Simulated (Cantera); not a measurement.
A closed system holds: 1 mol HgO, 3.4 mol N₂, equilibrated at 0.100 bar.

These are equilibrium values from Cantera (NASA tables, ideal gas, pure condensed phases), not measurements of a reactor. Candidate condensed phases: Hg, HgO; 10 gas species. Equilibrium is a limit: real reactors are often held back by kinetics, nucleation or transport.

Problem. At 775 K, list the 3 most abundant gas species with their mole fractions, and the condensed phases.

Solution. N₂ 0.694, Hg 0.204, O₂ 0.102. Condensed: gas only.
